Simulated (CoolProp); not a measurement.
Properties of n-perfluorohexane along the isobar 0.101 MPa (Tc = 174.9 °C, pc = 1.742 MPa, ω = 0.497).

Model: reference Helmholtz-energy equation of state, Gao 2022, in CoolProp.

```json
[
 {"T (°C)": "69.05", "phase": "gas", "density (kg/m³)": "12.69", "speed of sound (m/s)": "88.20"},
 {"T (°C)": "73.15", "phase": "gas", "density (kg/m³)": "12.51", "speed of sound (m/s)": "88.93"},
 {"T (°C)": "77.35", "phase": "gas", "density (kg/m³)": "12.33", "speed of sound (m/s)": "89.67"},
 {"T (°C)": "81.55", "phase": "gas", "density (kg/m³)": "12.16", "speed of sound (m/s)": "90.39"},
 {"T (°C)": "85.75", "phase": "gas", "density (kg/m³)": "11.99", "speed of sound (m/s)": "91.10"},
 {"T (°C)": "89.95", "phase": "gas", "density (kg/m³)": "11.83", "speed of sound (m/s)": "91.80"},
 {"T (°C)": "94.15", "phase": "gas", "density (kg/m³)": "11.67", "speed of sound (m/s)": "92.49"},
 {"T (°C)": "98.35", "phase": "gas", "density (kg/m³)": "11.52", "speed of sound (m/s)": "93.17"},
 {"T (°C)": "102.55", "phase": "gas", "density (kg/m³)": "11.37", "speed of sound (m/s)": "93.84"},
 {"T (°C)": "106.75", "phase": "gas", "density (kg/m³)": "11.23", "speed of sound (m/s)": "94.49"},
 {"T (°C)": "110.95", "phase": "gas", "density (kg/m³)": "11.09", "speed of sound (m/s)": "95.15"},
 {"T (°C)": "115.05", "phase": "gas", "density (kg/m³)": "10.96", "speed of sound (m/s)": "95.77"},
 {"T (°C)": "119.25", "phase": "gas", "density (kg/m³)": "10.82", "speed of sound (m/s)": "96.41"},
 {"T (°C)": "123.45", "phase": "gas", "density (kg/m³)": "10.70", "speed of sound (m/s)": "97.04"},
 {"T (°C)": "127.65", "phase": "gas", "density (kg/m³)": "10.57", "speed of sound (m/s)": "97.66"},
 {"T (°C)": "131.85", "phase": "gas", "density (kg/m³)": "10.45", "speed of sound (m/s)": "98.27"}
]
```
